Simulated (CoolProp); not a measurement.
Vapour-liquid equilibrium of trans-2-butene (1) + acetone (2) at 391.3 K; x and y are mole fractions of (1).

Computed with CoolProp (multi-fluid Helmholtz-energy mixture model, Lemmon 2005 and Lemmon 2006; pair parameters Bell 2016).

Question: Give the bubble pressure and the first vapour's composition at x = 0.2, 0.65, 0.8. Is there an azeotrope?

Answer: x = 0.2: 1.115 MPa, y = 0.519; x = 0.65: 1.809 MPa, y = 0.796; x = 0.8: 1.964 MPa, y = 0.867. No azeotrope shows between x = 0.05 and 0.95.

The pair parameters rest on a limited set of measurements; away from them the model extrapolates.
